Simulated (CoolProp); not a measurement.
The numbers come from the reference Helmholtz-energy equation of state, Gao 2020 in CoolProp.

Give the vapour pressure (MPa), enthalpy of vaporisation (kJ/kg), liquid cp (kJ/(kg K)), surface tension (mN/m) of saturated ammonia at 105.55 °C.


```
T (°C)  p (MPa)  enthalpy of vaporisation (kJ/kg)  liquid cp (kJ/(kg K))  surface tension (mN/m)
------  -------  --------------------------------  ---------------------  ----------------------
105.55     6.96                               662                   7.64                    3.81
```

Surface tension comes from a separate correlation (Mulero 2012).
